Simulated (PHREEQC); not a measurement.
**Brine (model solution)**

Solution (87 °C): 5.1 mol HCl, 0.3 mol KCl and 0.69 mol KHSO4 per kg of water. Closed to the air; pH follows from the charge balance.

Equilibrium calculation in PHREEQC: Pitzer model, pitzer.dat.

This is a speciation only: nothing precipitates in the calculation.

Question: Predict the pH.

Answer: pH -1.71.

Question: In which forms is S present?

Answer: HSO4- 98 %, SO4-2 1.5 % of the S.

Complexes and solids missing from the database can't appear. In brines, pH and single-ion activities rest on the MacInnes convention. Constants without temperature data keep their 25 °C values here.
